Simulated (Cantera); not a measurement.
A closed system holds: 1 mol Fe(CO)5, 8.1 mol H2, 1.2 mol CO, at 925 K.

Points: P (Pa) = 10, 42, 180, 750, 3200, 13000, 56000, 240000, 1e+06.

Cantera's Mixture.equilibrate('TP', solver="vcs", rtol=1e-11, max_steps=5000) on the NASA tables stopped like this:

```
ERROR: FAILURE its = 5001!

*******************************************************************************
CanteraError thrown by MultiPhase::equilibrate:
VCS solver failed. Return code: -1
*******************************************************************************
```

### Question
What got this run through?

### Answer
One answer among several that fit: The failure is numerical, not chemical. The same input converged with solver="gibbs", rtol=1e-10, max_steps=50000, and the result passed a check of the equilibrium conditions:
```
log10 of partial pressures in bar; condensed amounts in mol
      P/Pa        H2        CO       H2O       CH4       CO2      C2H6     C(gr)     Fe(a)    FeO(s)
        10    -4.247    -4.363    -8.438    -9.138    -8.248   -18.091  0.001225         1         0
        42    -3.624    -3.740    -7.192    -7.891    -7.002   -16.221  0.005138         1         0
       180    -2.992    -3.110    -5.929    -6.627    -5.741   -14.325   0.02186         1         0
       750    -2.372    -2.496    -4.695    -5.387    -4.513   -12.465   0.08849         1         0
      3200    -1.741    -1.889    -3.458    -4.126    -3.299   -10.574     0.337         1         0
   1.3e+04    -1.136    -1.350    -2.313    -2.915    -2.221    -8.757    0.9723         1         0
   5.6e+04    -0.502    -0.915    -1.245    -1.649    -1.352    -6.857     2.534         0         1
   2.4e+05     0.032    -0.519    -0.315    -0.581    -0.560    -5.256     2.932         0         1
     1e+06     0.473    -0.171     0.474     0.302     0.136    -3.932     2.908         0         1
```

The gas is ideal and each condensed phase is pure. The tables' stoichiometric FeO is somewhat more stable than real wüstite, so its field is too wide. FeO: taken at fixed stoichiometry. Condensed phases not in the tables: cementite and carbon dissolved in iron.
